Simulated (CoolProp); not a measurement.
Model: reference Helmholtz-energy equation of state, Lemmon 2006, in CoolProp. It is a short technical equation, of lower accuracy than the large ones.

Q: Give the vapour pressure (bar), liquid density (kg/m³), liquid cp (kJ/(kg K)) of saturated hydrogen sulfide at 239.6 K.

A: 
```
T (K)  p (bar)  liquid density (kg/m³)  liquid cp (kJ/(kg K))
-----  -------  ----------------------  ---------------------
239.6     3.32                     901                   2.01
```
